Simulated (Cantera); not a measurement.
# Carbothermic reduction: Fe2O3 + C + H2

A closed system holds: 1 mol Fe2O3, 1.7 mol C, a varied amount of H2, held at 0.428 Torr.

These are equilibrium values from Cantera (NASA tables, ideal gas, pure condensed phases), not measurements of a reactor. Candidate condensed phases: C, C6H6, C7H8, C8H18, Fe, Fe(CO)5, FeO, Fe(OH)2, Fe(OH)3, Fe2O3, Fe3O4, H2O; 114 gas species. Each liquid is taken as pure. Mutual solubility and eutectic melting of coexisting phases are not modelled. The tables' stoichiometric FeO is somewhat more stable than real wüstite, so its field is too wide. FeO: taken at fixed stoichiometry. Kinetics and transport are ignored.

Stable condensed phases:

```
T in K \ n(H2) in mol
         0.18  0.3 0.53 0.91  1.6  2.7  4.6    8   14
   2025     A    A    A    A    A    B    B    B    B
   1925     C    C    C    C    C    C    B    B    B
   1825     C    C    C    C    C    C    D    D    D
   1725     C    C    C    C    C    C    D    D    D
   1625     C    C    C    C    C    C    D    D    D
   1525     C    C    C    C    C    C    D    D    D
   1425     C    C    C    C    C    C    D    D    D
   1325     C    C    C    C    C    C    D    D    D
   1225     C    C    C    C    C    C    D    D    D
   1125     C    C    C    C    C    C    C    D    D
   1025     C    C    C    C    C    C    C    D    D
```

A: FeO; B: gas only; C: Fe + FeO; D: Fe.
